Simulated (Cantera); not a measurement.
An isothermal, constant-pressure homogeneous reactor starts with 58.1 % CH₄, 41.9 % H₂O, at 1500 K and 54000 Pa.

Computed with Cantera and GRI-Mech 3.0 (53 species, 325 reactions). GRI-Mech 3.0 stops at C3 and has no aromatics, soot or wall deposition, so with more carbon than oxygen in the feed, carbon stays in small species such as C2H2 where larger ones or solid carbon would form.

One state of this run: x CH₄ = 0.176; x H₂O = 0.302; x C₂H₂ = 0.116; x H₂O₂ = <1e-12; x HO₂ = <1e-12. x: mole fraction; the columns are a selection and need not sum to one.

**Question.** Which value of t (s) does it belong to?
A) 0.00352
B) 40.0
C) 0.147
D) 0.954

**Answer.** D, 0.954
